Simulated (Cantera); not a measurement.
A freely propagating, adiabatic, planar premixed flame of 24.0 % CO, 3.85 % H2, 0.745 % CH4, 12.9 % O2, 56.5 % N2, 2.00 % H2O, equivalence ratio 1.2, unburnt at 698 K and 13300 Pa; mixture-averaged transport, grid criteria slope 0.08 and curve 0.16, no radiation.

Cantera simulation using GRI-Mech 3.0 (53 species, 325 reactions); the numbers are that mechanism's predictions, not measurements. Burning velocities carry a grid error of a few per cent, more on coarse grids.

### Question
Predict: laminar burning velocity; thermal thickness; peak x(H); peak x(HO2); peak x(OH).

### Answer
```json
{
  "laminar_burning_velocity": "331 cm/s",
  "thermal_thickness": "8.01 mm",
  "peak x(H)": "0.0444",
  "peak x(HO2)": "3.28e-5",
  "peak x(OH)": "0.00860"
}
```
